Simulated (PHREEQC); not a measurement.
Make-up at 10 °C: 0.0014 mol CuCl2, 3.1e-05 mol HCl and 0.0089 mol FeCl3 per kg of water. Closed to the air; pH follows from the charge balance.

Model: ion-association model, phreeqc.dat, run in PHREEQC.

Precipitation was switched off in this run.

### Question
Order these Fe species by the share of Fe that they hold, largest first: FeOH+2, Fe+3, Fe3(OH)4+5, FeCl+2, Fe2(OH)2+4.

### Answer
Fe+3 (47 %), FeOH+2 (19 %), Fe2(OH)2+4 (16 %), FeCl+2 (11 %), Fe3(OH)4+5 (5.4 %)

The pH is 2.48 and the ionic strength 0.0509 mol/kgw. Examples of supersaturated solids here: Hematite (slow to form), Goethite (slow to form). Others may be too. Constants without temperature data keep their 25 °C values here.
